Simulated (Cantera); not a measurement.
## Carbon deposition, reforming and gasification: C + NH3

Charge: 1 mol C, 0.025 mol NH3, held at 1330 Pa.

These are equilibrium values from Cantera (NASA tables, ideal gas, pure condensed phases), not measurements of a reactor. Candidate condensed phases: C, C6H6, C7H8, C8H18; 110 gas species. Ions and electrons are included (thermal ionisation). Kinetics and transport are ignored.

```json
[
 {"T (K)": "2500", "log p C": "-6.78", "log p H2": "-2.11", "log p H": "-2.65", "log p C3": "-6.30", "log p N2": "-2.54", "log p C2": "-7.34", "log p HCN": "-3.48", "log p CN": "-5.26", "log p C5": "-8.83", "log p N": "-7.81", "log p C2H2 (acetylene)": "-4.07", "n C(graphite)": "0.998"},
 {"T (K)": "3000", "log p C": "-4.30", "log p H2": "-2.62", "log p H": "-2.11", "log p C3": "-3.51", "log p N2": "-2.72", "log p C2": "-4.50", "log p HCN": "-3.37", "log p CN": "-3.85", "log p C5": "-5.24", "log p N": "-6.22", "log p C2H2 (acetylene)": "-3.83", "n C(graphite)": "0.988"},
 {"T (K)": "3500", "log p C": "-2.73", "log p H2": "-4.94", "log p H": "-2.70", "log p C3": "-2.14", "log p N2": "-3.75", "log p C2": "-2.89", "log p HCN": "-4.92", "log p CN": "-3.49", "log p C5": "-3.71", "log p N": "-5.53", "log p C2H2 (acetylene)": "-6.01", "n C(graphite)": "0"},
 {"T (K)": "4000", "log p C": "-2.09", "log p H2": "-6.18", "log p H": "-2.89", "log p C3": "-2.74", "log p N2": "-4.13", "log p C2": "-2.76", "log p HCN": "-6.18", "log p CN": "-3.57", "log p C5": "-5.26", "log p N": "-4.81", "log p C2H2 (acetylene)": "-8.22", "n C(graphite)": "0"},
 {"T (K)": "4500", "log p C": "-1.94", "log p H2": "-7.11", "log p H": "-3.02", "log p C3": "-4.21", "log p N2": "-4.23", "log p C2": "-3.34", "log p HCN": "-7.39", "log p CN": "-3.87", "log p C5": "-8.16", "log p N": "-4.16", "log p C2H2 (acetylene)": "-10.58", "n C(graphite)": "0"},
 {"T (K)": "5000", "log p C": "-1.92", "log p H2": "-7.69", "log p H": "-3.04", "log p C3": "-5.72", "log p N2": "-4.48", "log p C2": "-4.02", "log p HCN": "-8.46", "log p CN": "-4.30", "log p C5": "-11.02", "log p N": "-3.72", "log p C2H2 (acetylene)": "-12.52", "n C(graphite)": "0"}
]
```
log p: log10 of the partial pressure in bar; n: condensed amount in mol.

From 2500 K to 3000 K the condensed part is C(graphite). From 3500 K to 5000 K nothing is condensed. The main C-bearing gas is HCN at 2500 K and C at 5000 K.
